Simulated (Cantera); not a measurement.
# Stirred combustor or abatement burner

A perfectly stirred reactor is fed with 8.24 % CH4, 0.346 % C2H6, 19.2 % O2, 72.2 % N2, at 0.500 bar; it is adiabatic with a 650 K inlet, and is followed from long to short residence time, starting on the burning branch (τ in s: 0.13, 0.057, 0.025, 0.011, 0.0047, 0.002, 0.00088, 0.00038, 0.00017, 7.2e-05, 3.1e-05).

Computed with Cantera and GRI-Mech 3.0 (53 species, 325 reactions).

```
τ (s)    T (K)     x CH4   x C2H6    x O2     x OH   x CO2    x NO2
-------  -----  --------  -------  ------  -------  ------  -------
0.13      2315   2.05e-6  1.10e-8  0.0195  0.00709  0.0763  5.97e-7
0.057     2302   4.26e-6  2.48e-8  0.0205  0.00751  0.0752  3.84e-7
0.025     2278   8.43e-6  5.58e-8  0.0219  0.00818  0.0732  2.06e-7
0.011     2236   1.59e-5  1.23e-7  0.0239  0.00909  0.0703  9.47e-8
0.0047    2177   3.03e-5  2.73e-7  0.0263   0.0101  0.0664  3.86e-8
0.0020    2106   5.97e-5  5.96e-7  0.0289   0.0109  0.0624  1.63e-8
0.00088   2035  0.000121  1.28e-6  0.0316   0.0112  0.0585  8.01e-9
0.00038   1965  0.000270  2.91e-6  0.0349   0.0110  0.0540  4.43e-9
0.00017   1899  0.000654  7.09e-6  0.0397   0.0101  0.0475  2.79e-9
7.2e-5    1791   0.00267  2.97e-5  0.0542  0.00661  0.0314  2.06e-9
3.1e-5     650    0.0824  0.00346   0.192   <1e-12  <1e-12   <1e-12
```
x: mole fraction; the columns are a selection and need not sum to one.
